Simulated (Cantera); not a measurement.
**Catalytic stagnation flow on Pt**

A jet of H₂ : O₂ : N₂ = 0.026 : 0.17 : 0.79 (molar parts), equivalence ratio 0.076 at 300 K and 0.0434 atm hits a platinum plate 2.5 cm away at a mass flux of 0.074 kg/m²/s; the plate temperature is set and raised in steps from an oxygen-covered start.

Detailed kinetics in Cantera: Deutschmann's 1995 Pt surface mechanism with GRI-Mech 3.0 gas chemistry. Catalytic surfaces can have several steady states; this one follows from the mechanism file's or the stated starting coverage.

```json
[
 {"plate T (K)": "600", "wall x H₂": "0.00598", "wall x O₂": "0.151", "wall x H₂O": "0.0396", "wall x OH": "<1e-8", "θ free Pt": "0.0652", "θ O*": "0.930", "θ OH*": "0.00456"},
 {"plate T (K)": "650", "wall x H₂": "0.00595", "wall x O₂": "0.151", "wall x H₂O": "0.0394", "wall x OH": "<1e-8", "θ free Pt": "0.0686", "θ O*": "0.928", "θ OH*": "0.00306"},
 {"plate T (K)": "700", "wall x H₂": "0.00579", "wall x O₂": "0.151", "wall x H₂O": "0.0395", "wall x OH": "<1e-8", "θ free Pt": "0.0742", "θ O*": "0.924", "θ OH*": "0.00220"},
 {"plate T (K)": "750", "wall x H₂": "0.00519", "wall x O₂": "0.150", "wall x H₂O": "0.0404", "wall x OH": "<1e-8", "θ free Pt": "0.0886", "θ O*": "0.910", "θ OH*": "0.00174"},
 {"plate T (K)": "800", "wall x H₂": "0.00417", "wall x O₂": "0.149", "wall x H₂O": "0.0421", "wall x OH": "<1e-8", "θ free Pt": "0.120", "θ O*": "0.878", "θ OH*": "0.00153"},
 {"plate T (K)": "850", "wall x H₂": "0.00322", "wall x O₂": "0.148", "wall x H₂O": "0.0437", "wall x OH": "1.86e-8", "θ free Pt": "0.168", "θ O*": "0.831", "θ OH*": "0.00138"},
 {"plate T (K)": "900", "wall x H₂": "0.00253", "wall x O₂": "0.147", "wall x H₂O": "0.0448", "wall x OH": "5.98e-8", "θ free Pt": "0.226", "θ O*": "0.772", "θ OH*": "0.00125"}
]
```
x: mole fraction at the wall; θ: surface coverage.
